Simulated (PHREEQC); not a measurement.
0.055 g of hydrous ferric oxide (600 m²/g; 0.2 weak and 0.005 strong sites per Fe, Dzombak-Morel constants, diffuse double layer) in 1 kg of water with 0.1 mol/kgw of an inert sodium salt, at 25 °C; the pH is set by adding NaOH or the inert anion's acid. Oxygen alone is held at its pressure in air (log pO2 = -0.68). The system is closed to CO2. No solid was allowed to form.

Base run: PHREEQC, ion-association model, wateq4f.dat. Each further column changes one thing. The table gives surface charge σ (C/m²).

| pH | base | background salt from 0.1 to 0.01 mol/kgw | oxide from 0.055 to 0.28 g/kgw | 3e-05 mol/kgw BaCl2 added |
|---|---|---|---|---|
| 4 | 0.321 | … | 0.321 | 0.321 |
| 4.5 | 0.272 | 0.160 | 0.273 | 0.273 |
| 5 | 0.215 | … | 0.215 | 0.215 |
| 6 | 0.111 | 0.049 | 0.111 | 0.111 |
| 6.5 | 0.074 | 0.030 | 0.074 | 0.074 |
| 7 | 0.045 | 0.017 | 0.045 | 0.045 |
| 7.5 | 0.022 | … | 0.022 | … |
| 8.5 | -0.014 | … | -0.014 | -0.011 |
| 9 | -0.034 | -0.013 | -0.034 | -0.030 |
| 9.5 | -0.060 | -0.024 | -0.060 | … |
| 10 | -0.094 | -0.040 | -0.094 | -0.078 |
| 11 | -0.190 | -0.099 | -0.190 | -0.129 |
| 11.5 | -0.249 | -0.151 | -0.250 | -0.156 |
| 12 | -0.306 | -0.229 | -0.307 | … |

Problem. Complete the blanks.

Solution. 
- 4, background salt from 0.1 to 0.01 mol/kgw: 0.216
- 5, background salt from 0.1 to 0.01 mol/kgw: 0.113
- 7.5, background salt from 0.1 to 0.01 mol/kgw: 0.008
- 7.5, 3e-05 mol/kgw BaCl2 added: 0.023
- 8.5, background salt from 0.1 to 0.01 mol/kgw: -0.005
- 9.5, 3e-05 mol/kgw BaCl2 added: -0.053
- 12, 3e-05 mol/kgw BaCl2 added: -0.179
